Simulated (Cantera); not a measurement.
Charge: 1 mol Si2H6, 0.074 mol O2, 1.1 mol H2, at 1623 K and 13.3 mbar.

These are equilibrium values from Cantera (NASA tables, ideal gas, pure condensed phases), not measurements of a reactor. Candidate condensed phases: H2O, Si, SiO2; 18 gas species. The feed counts by its element totals alone. Rates play no part.

Base state: H2 0.965, SiO 0.0348, H 0.000588, Si 1.17e-5 (mole fractions); condensed: Si(s).

**Question.** What changes in the equilibrium state with this change: pressure from 13.3 mbar to 0.140 bar?

**Answer.** 
```tsv
species	before	after
H2	0.965	0.971
SiO	0.0348	0.0292
H	0.000588	0.000182
Si	1.17e-5	1.12e-6
H2O	1.22e-6	1.08e-5
Si(s), mol	1.85	1.86
SiO2(β-quartz), mol	0	0.0124
```
Mutual solubility and eutectic melting of coexisting phases are not modelled. The tables hold silica as quartz up to 1696 K and as liquid above; real silica turns to tridymite and cristobalite and melts near 1996 K.
